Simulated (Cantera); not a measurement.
An isothermal, constant-pressure homogeneous reactor starts with CO : O₂ : H₂O : N₂ = 0.015 : 0.07 : 0.00014 : 1 (molar parts), equivalence ratio 0.11, at 1425 K and 870000 Pa. Integrator tolerance rtol = 1e-08.

Detailed kinetics in Cantera: GRI-Mech 3.0 (53 species, 325 reactions).

Problem. What does this change do: pressure from 870000 Pa to 20000 Pa?

Solution. 
```tsv
quantity	before	after
x(CO) at 4.00 s	2.95e-8 (gas-phase equilibrium 2.96e-8)	7.65e-7 (gas-phase equilibrium 1.95e-7)
x(O₂) at 4.00 s	0.0580 (gas-phase equilibrium 0.0578)	0.0580 (gas-phase equilibrium 0.0578)
x(H₂O) at 4.00 s	0.000130 (gas-phase equilibrium 0.000130)	0.000129 (gas-phase equilibrium 0.000129)
x(NO) at 4.00 s	1.24e-5 (gas-phase equilibrium 0.000476)	9.59e-6 (gas-phase equilibrium 0.000476)
x(H) at 4.00 s	2.56e-11 (gas-phase equilibrium 2.56e-11)	2.16e-9 (gas-phase equilibrium 4.33e-10)
x(NO₂) at 4.00 s	1.31e-7 (gas-phase equilibrium 5.00e-6)	1.67e-8 (gas-phase equilibrium 7.58e-7)
```
